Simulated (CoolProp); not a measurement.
n-octane along the isotherm 620 K: fugacity coefficient from the reference equation and from simpler models built on Tc = 568.7 K, pc = 24.84 bar, ω = 0.398; each cubic takes its own stable root.

Values from CoolProp's reference Helmholtz-energy equation of state, Beckmüller 2019.

```tsv
p (bar)	phase	reference	Redlich-Kwong	Soave-Redlich-Kwong
2.87	gas	0.9694	0.9696	0.9717
5.73	gas	0.9395	0.9397	0.9439
8.6	gas	0.9100	0.9101	…
11.5	gas	0.8808	0.8806	0.8890
14.3	gas	…	0.8525	…
17.2	gas	0.8247	0.8236	0.8362
20.1	gas	0.7969	0.7951	0.8099
22.9	gas	0.7705	0.7677	0.7848
25.8	supercritical	…	0.7395	0.7591
28.7	supercritical	0.7171	0.7114	0.7337
31.5	supercritical	…	…	0.7096
34.4	supercritical	0.6660	0.6565	0.6850
37.3	supercritical	0.6407	0.6293	0.6610
```

Task: What belongs in the gaps?

Result: 
- 8.6, Soave-Redlich-Kwong: 0.9164
- 14.3, reference: 0.8530
- 14.3, Soave-Redlich-Kwong: 0.8629
- 25.8, reference: 0.7436
- 31.5, reference: 0.6918
- 31.5, Redlich-Kwong: 0.6844
